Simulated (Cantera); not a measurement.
Cantera run, input and output.

```python
import numpy as np
import cantera as ct

gas = ct.Solution("gri30.yaml")
gas.TPX = 500, 99000, {'C2H6': 1, 'O2': 6.36, 'N2': 23.9, 'CO2': 1.3}
inlet = ct.Reservoir(gas, clone=True)
gas.equilibrate("HP")  # start burning
reactor = ct.IdealGasConstPressureReactor(gas, energy="on", clone=False)
exhaust = ct.Reservoir(gas, clone=True)
tau = [0.41, 0.16, 0.061, 0.023, 0.0089, 0.0034, 0.0013, 0.0005, 0.00019, 7.3e-05, 2.8e-05][0]
for a, b in ((inlet, reactor), (reactor, exhaust)):
    ct.MassFlowController(a, b, mdot=lambda t: reactor.mass / tau)
net = ct.ReactorNet([reactor])
show = ['C2H6', 'O2', 'CO2', 'CO', 'NO', 'CH2']

rows = []
print(f"{'tau/s':>10s}{'T/K':>9s}" + "".join(f"{s:>11s}" for s in show))
for tau in [0.41, 0.16, 0.061, 0.023, 0.0089, 0.0034, 0.0013, 0.0005, 0.00019, 7.3e-05, 2.8e-05]:
    net.initial_time = 0.0
    net.advance(30 * tau)
    before = gas.X
    net.advance(40 * tau)
    drift = np.max(np.abs(gas.X - before) / (gas.X + 1e-9))
    rows.append([gas.T, *gas[show].X, drift])
    print(f"{tau:10.3e}{gas.T:9.1f}" + "".join(f"{x:11.3e}" for x in gas[show].X))
```

Output:

```
     tau/s      T/K       C2H6         O2        CO2         CO         NO        CH2
 4.100e-01   1690.2  6.685e-07  8.642e-02  9.957e-02  2.079e-04  1.304e-05  3.348e-09
 1.600e-01   1687.3  1.272e-06  8.644e-02  9.937e-02  3.811e-04  1.172e-05  7.968e-09
 6.100e-02   1682.4  2.415e-06  8.650e-02  9.899e-02  7.085e-04  1.004e-05  1.980e-08
 2.300e-02   1674.0  4.588e-06  8.667e-02  9.831e-02  1.314e-03  7.854e-06  5.031e-08
 8.900e-03   1660.5  8.659e-06  8.703e-02  9.713e-02  2.365e-03  5.856e-06  1.234e-07
 3.400e-03   1638.0  1.705e-05  8.780e-02  9.503e-02  4.241e-03  4.378e-06  2.961e-07
 1.300e-03   1601.3  3.630e-05  8.943e-02  9.126e-02  7.618e-03  3.254e-06  6.833e-07
 5.000e-04   1537.6  9.586e-05  9.330e-02  8.381e-02  1.428e-02  1.878e-06  1.601e-06
 1.900e-04    500.0  3.071e-02  1.953e-01  3.993e-02 -6.483e-16 -6.110e-21 -2.470e-33
 7.300e-05    500.0  3.071e-02  1.953e-01  3.993e-02 -1.540e-19 -1.451e-24  4.929e-35
 2.800e-05    500.0  3.071e-02  1.953e-01  3.993e-02 -9.725e-21 -9.165e-26 -6.046e-36
```

Computed with Cantera and GRI-Mech 3.0 (53 species, 325 reactions).
